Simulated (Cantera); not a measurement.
Reactions in the system H-O-Ta

Cantera with NASA thermochemical tables; ideal gases at 1 bar, condensed phases pure. Values are per mole of reaction as written; species without (g) are pure solids or liquids, kept so even where they would boil at 1 bar.

H2O2(g) + 2 TaO2(g) ⇌ Ta2O5 + H2O(g)

```json
[
 {"T (K)": "300", "ΔH° (kJ)": "-1749.8", "ΔS° (J/K)": "-462.8", "ΔG° (kJ)": "-1610.9", "log10 K": "280.48", "condensed phases": "Ta2O5(s)"},
 {"T (K)": "2823", "ΔH° (kJ)": "-1460.1", "ΔS° (J/K)": "-280.1", "ΔG° (kJ)": "-669.4", "log10 K": "12.38", "condensed phases": "Ta2O5(l)"},
 {"T (K)": "2848", "ΔH° (kJ)": "-1457.5", "ΔS° (J/K)": "-279.2", "ΔG° (kJ)": "-662.4", "log10 K": "12.15", "condensed phases": "Ta2O5(l)"},
 {"T (K)": "2873", "ΔH° (kJ)": "-1455.0", "ΔS° (J/K)": "-278.3", "ΔG° (kJ)": "-655.4", "log10 K": "11.92", "condensed phases": "Ta2O5(l)"},
 {"T (K)": "2898", "ΔH° (kJ)": "-1452.4", "ΔS° (J/K)": "-277.4", "ΔG° (kJ)": "-648.4", "log10 K": "11.69", "condensed phases": "Ta2O5(l)"},
 {"T (K)": "2923", "ΔH° (kJ)": "-1449.8", "ΔS° (J/K)": "-276.5", "ΔG° (kJ)": "-641.5", "log10 K": "11.46", "condensed phases": "Ta2O5(l)"}
]
```
